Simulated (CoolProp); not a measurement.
Toluene along the isotherm 620 K: fugacity coefficient from the reference equation and from simpler models built on Tc = 591.7 K, pc = 41.26 bar, ω = 0.266; each cubic takes its own stable root.

Values from CoolProp's reference Helmholtz-energy equation of state, Lemmon 2006. It is a short technical equation, of lower accuracy than the large ones.

```csv
p (bar),phase,reference
20.6,gas,0.8482
41.3,supercritical,0.7037
61.9,supercritical,0.5608
82.5,supercritical,0.4590
103,supercritical,0.3970
124,supercritical,0.3552
144,supercritical,0.3273
165,supercritical,0.3062
186,supercritical,0.2906
206,supercritical,0.2794
```

Task: How far does each simpler model (van der Waals, Redlich-Kwong, Soave-Redlich-Kwong, Peng-Robinson) lie from the reference over these 10 states: mean and median of the absolute difference, and the worst?

Result: 
- van der Waals: mean 13.0 %, median 12.4 %, worst +26.1 % at 620 K and 206 bar
- Redlich-Kwong: mean 5.2 %, median 5.5 %, worst +9.4 % at 620 K and 206 bar
- Soave-Redlich-Kwong: mean 8.4 %, median 9.2 %, worst +13.8 % at 620 K and 206 bar
- Peng-Robinson: mean 1.8 %, median 2.2 %, worst +3.0 % at 620 K and 206 bar
